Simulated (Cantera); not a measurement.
Input: 1 mol NaI, 1.1 mol O2, 1.4 mol H2, held at 61.0 mbar.

Cantera equilibrium calculation (NASA polynomials, part measured and part estimated; ideal gas, pure solids and liquids). Candidate condensed phases: H2O, I2, Na, NaI, NaOH, NaO2, Na2O, Na2O2; 20 gas species. Gases not in the tables: NaBr and NaI dimers. Kinetics and transport are ignored.

Task: Which condensed phases are stable at each of these points (T (°C)): 877, 952, 1027, 1102, 1177, 1252, 1327, 1402, 1477, 1552, 1627?

Result: 
```json
[
 {"T (°C)": "877", "condensed phases": "NaI(l)", "Na condensed (%)": "62.3"},
 {"T (°C)": "952", "condensed phases": "gas only", "Na condensed (%)": "0.0"},
 {"T (°C)": "1027", "condensed phases": "gas only", "Na condensed (%)": "0.0"},
 {"T (°C)": "1102", "condensed phases": "gas only", "Na condensed (%)": "0.0"},
 {"T (°C)": "1177", "condensed phases": "gas only", "Na condensed (%)": "0.0"},
 {"T (°C)": "1252", "condensed phases": "gas only", "Na condensed (%)": "0.0"},
 {"T (°C)": "1327", "condensed phases": "gas only", "Na condensed (%)": "0.0"},
 {"T (°C)": "1402", "condensed phases": "gas only", "Na condensed (%)": "0.0"},
 {"T (°C)": "1477", "condensed phases": "gas only", "Na condensed (%)": "0.0"},
 {"T (°C)": "1552", "condensed phases": "gas only", "Na condensed (%)": "0.0"},
 {"T (°C)": "1627", "condensed phases": "gas only", "Na condensed (%)": "0.0"}
]
```

At 877 °C the condensed part is NaI(l). From 952 °C to 1627 °C nothing is condensed.
